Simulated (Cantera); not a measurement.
Stirred combustor or abatement burner

A perfectly stirred reactor is fed with CH₄ : H₂ : O₂ : N₂ = 1 : 0.14 : 2.72 : 23.4 (molar parts), equivalence ratio 0.76, at 3750 Torr; it is adiabatic with a 823 K inlet, and is followed from long to short residence time, starting on the burning branch (τ in s: 0.47, 0.2, 0.087, 0.038, 0.016, 0.0069, 0.003, 0.0013, 0.00055, 0.00024, 0.0001, 4.4e-05, 1.9e-05).

Computed with Cantera and GRI-Mech 3.0 (53 species, 325 reactions).

```json
[
 {"τ (s)": "0.47", "T (K)": "1687", "x CH₄": "2.57e-6", "x H₂": "1.37e-5", "x O₂": "0.0239", "x CH₂CO": "3.54e-10", "x OH": "0.000181"},
 {"τ (s)": "0.20", "T (K)": "1686", "x CH₄": "4.66e-6", "x H₂": "2.24e-5", "x O₂": "0.0239", "x CH₂CO": "1.06e-9", "x OH": "0.000222"},
 {"τ (s)": "0.087", "T (K)": "1685", "x CH₄": "8.16e-6", "x H₂": "3.73e-5", "x O₂": "0.0239", "x CH₂CO": "2.87e-9", "x OH": "0.000278"},
 {"τ (s)": "0.038", "T (K)": "1683", "x CH₄": "1.42e-5", "x H₂": "6.31e-5", "x O₂": "0.0240", "x CH₂CO": "7.32e-9", "x OH": "0.000349"},
 {"τ (s)": "0.016", "T (K)": "1681", "x CH₄": "2.52e-5", "x H₂": "0.000110", "x O₂": "0.0241", "x CH₂CO": "1.86e-8", "x OH": "0.000443"},
 {"τ (s)": "0.0069", "T (K)": "1676", "x CH₄": "4.43e-5", "x H₂": "0.000190", "x O₂": "0.0243", "x CH₂CO": "4.43e-8", "x OH": "0.000555"},
 {"τ (s)": "0.0030", "T (K)": "1668", "x CH₄": "7.86e-5", "x H₂": "0.000323", "x O₂": "0.0247", "x CH₂CO": "1.02e-7", "x OH": "0.000684"},
 {"τ (s)": "0.0013", "T (K)": "1655", "x CH₄": "0.000144", "x H₂": "0.000548", "x O₂": "0.0255", "x CH₂CO": "2.38e-7", "x OH": "0.000815"},
 {"τ (s)": "0.00055", "T (K)": "1630", "x CH₄": "0.000294", "x H₂": "0.000943", "x O₂": "0.0271", "x CH₂CO": "6.29e-7", "x OH": "0.000899"},
 {"τ (s)": "0.00024", "T (K)": "823", "x CH₄": "0.0367", "x H₂": "0.00514", "x O₂": "0.0998", "x CH₂CO": "<1e-12", "x OH": "<1e-12"},
 {"τ (s)": "0.00010", "T (K)": "823", "x CH₄": "0.0367", "x H₂": "0.00514", "x O₂": "0.0998", "x CH₂CO": "<1e-12", "x OH": "<1e-12"},
 {"τ (s)": "4.4e-5", "T (K)": "823", "x CH₄": "0.0367", "x H₂": "0.00514", "x O₂": "0.0998", "x CH₂CO": "<1e-12", "x OH": "<1e-12"},
 {"τ (s)": "1.9e-5", "T (K)": "823", "x CH₄": "0.0367", "x H₂": "0.00514", "x O₂": "0.0998", "x CH₂CO": "<1e-12", "x OH": "<1e-12"}
]
```
x: mole fraction; the columns are a selection and need not sum to one.
